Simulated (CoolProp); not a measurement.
Vapour-liquid equilibrium of n-octane (1) + n-dodecane (2) at 0.00147 MPa; x and y are mole fractions of (1).

Computed with CoolProp (multi-fluid Helmholtz-energy mixture model, Beckmüller 2019 and Lemmon 2004; pair parameters Bell 2016).

```csv
x,bubble temperature (K),y at the bubble point,dew temperature at overall composition x (K),liquid density (mol/L)
0.05,349.3,0.617,365.5,4.216
0.125,334.2,0.856,364.0,4.380
0.2,325.0,0.927,362.3,(withheld)
0.275,318.6,0.958,360.5,(withheld)
0.35,313.8,0.973,358.5,4.796
0.425,309.9,0.982,(withheld),4.933
0.5,306.7,0.988,353.8,5.073
0.575,(withheld),0.992,351.0,5.217
0.65,301.7,0.995,347.8,5.366
0.725,(withheld),(withheld),343.9,5.520
0.8,297.8,0.998,338.9,5.681
0.875,296.2,0.999,332.2,5.848
0.95,294.8,1.000,320.5,6.023
```

Q: Complete the blanks.

A: 
- 0.2, liquid density (mol/L): 4.524
- 0.275, liquid density (mol/L): 4.661
- 0.425, dew temperature at overall composition x (K): 356.3
- 0.575, bubble temperature (K): 304.0
- 0.725, bubble temperature (K): 299.6
- 0.725, y at the bubble point: 0.996

No azeotrope shows between x = 0.05 and 0.95.

Pair parameters are fitted to limited data, so mixtures are less certain than the pure fluids.
